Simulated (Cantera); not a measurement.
Charge: 1 mol SF₆, 4 mol H₂O, 1.1 mol O₂, held at 5.00 mbar.

These are equilibrium values from Cantera (NASA tables, ideal gas, pure condensed phases), not measurements of a reactor. Candidate condensed phases: H₂O, H₂SO₄, S; 71 gas species. Ions and electrons are included (thermal ionisation). Rates play no part.

Problem. At 2727 °C, list the 5 most abundant gas species with their mole fractions, and the condensed phases.

Solution. HF 0.347, O 0.295, H 0.169, F 0.0634, O₂ 0.0339. Condensed: gas only.
